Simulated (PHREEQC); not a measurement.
PHREEQC input (ion-association model, wateq4f.dat):

```
SOLUTION_MASTER_SPECIES
  An  An-  0  An  62.0  # stands for a non-complexing anion
SOLUTION_SPECIES
  An- = An-
    -log_k 0
    -gamma 3.0 0
PHASES
  Fix_H+
    H+ = H+
    -log_k 0
SOLUTION 1
  temp 25
  units mmol/kgw
  pH 7 charge
  Cl 0.005
  Zn 0.0025
  B 0.013
  S(6) 0.00057
  Na 1.00114
  An 1
END
SELECTED_OUTPUT 1
  -reset false
  -pH true
  -pe true
  -ionic_strength true
  -water true
  -totals B Cl Na S Zn S(-2) S(6)
  -molalities Hfo_wOH Hfo_wOH2+ Hfo_wO- Hfo_sOH Hfo_sOH2+ Hfo_sO- Hfo_sOZn+ Hfo_wOZn+ Hfo_wSO4- Hfo_wOHSO4-2
    Hfo_wH2BO3
  -saturation_indices Zn(OH)2-e Zn4(OH)6SO4 Zn5(OH)8Cl2 Halite Mirabilite Goslarite
USER_PUNCH 1
  -headings sigma psi
  10 PUNCH EDL("sigma", "Hfo"), EDL("psi", "Hfo")
PRINT
  -reset false
USE solution 1
SURFACE 1
  Hfo_wOH 3.82022e-05 600 0.017
  Hfo_sOH 9.55056e-07
EQUILIBRIUM_PHASES 1
  Fix_H+ -3 HAn 10
    -force_equality true
  O2(g) -0.68 10
END
# ... the last block is repeated for the other 12 points of pH, with NaOH or the acid as the point needs
```

Selected output (columns that matter, 13 of 13 rows; pH added in front):

```
pH	mu	B	Na	S	Zn	m_Hfo_wOH	si_Zn(OH)2-e	si_Zn4(OH)6SO4	si_Zn5(OH)8Cl2	si_Halite	si_Mirabilite	si_Goslarite	sigma	psi
3	0.0020698	1.2999e-05	0.0010011	7.0544e-11	2.5e-06	1.1329e-05	-11.187	-43.424	-53.583	-9.9263	-15.204	-14.002	0.24507	0.23225
3.67	0.0012384	1.2999e-05	0.0010011	1.4873e-10	2.5e-06	2.0369e-05	-9.8292	-38.962	-48.123	-9.9168	-14.825	-13.615	0.14719	0.21926
4.33	0.0010616	1.2999e-05	0.0010011	8.3715e-10	2.4999e-06	2.5134e-05	-8.5046	-34.222	-42.817	-9.9144	-14.061	-12.849	0.086398	0.19585
5	0.0010215	1.2999e-05	0.0010011	7.7273e-09	2.4977e-06	2.741e-05	-7.1639	-29.232	-37.453	-9.9138	-13.093	-11.88	0.048075	0.16677
5.67	0.0010122	1.2998e-05	0.0010011	8.3674e-08	2.462e-06	2.8431e-05	-5.83	-24.201	-32.123	-9.9137	-12.057	-10.851	0.025302	0.13423
6.33	0.0010091	1.2998e-05	0.0010011	3.9254e-07	2.1303e-06	2.9093e-05	-4.5735	-19.824	-27.161	-9.9136	-11.386	-10.243	0.01315	0.1014
7	0.0010079	1.2998e-05	0.0010027	5.533e-07	1.4024e-06	2.91e-05	-3.4189	-16.396	-22.728	-9.9129	-11.235	-10.28	0.0063283	0.066815
7.67	0.0010078	1.2999e-05	0.001006	5.6894e-07	3.7402e-07	2.8247e-05	-2.6776	-14.759	-20.361	-9.9115	-11.22	-10.866	0.0024366	0.031588
8.33	0.0010104	1.2999e-05	0.0010098	5.6994e-07	3.9847e-08	2.7872e-05	-2.534	-15.504	-20.963	-9.9099	-11.216	-12.042	-0.00040045	-0.0055069
9	0.0010221	1.2999e-05	0.0010218	5.7e-07	1.468e-08	2.7767e-05	-2.5069	-16.736	-22.168	-9.905	-11.207	-13.355	-0.003624	-0.044049
9.67	0.0010653	1.3e-05	0.0010653	5.7e-07	1.3834e-08	2.7609e-05	-2.4755	-17.951	-23.352	-9.8875	-11.172	-14.665	-0.0090531	-0.081984
10.33	0.0012425	1.3e-05	0.001243	5.7e-07	1.6571e-08	2.721e-05	-2.412	-19.022	-24.356	-9.8229	-11.046	-15.927	-0.020182	-0.1176
11	0.0020753	1.3e-05	0.0020772	5.7e-07	2.9905e-08	2.579e-05	-2.2511	-19.739	-24.901	-9.6094	-10.629	-17.126	-0.04829	-0.14887
```

Species that the database lacks are ignored. The oxide is taken as insoluble; below pH 4 it would dissolve.
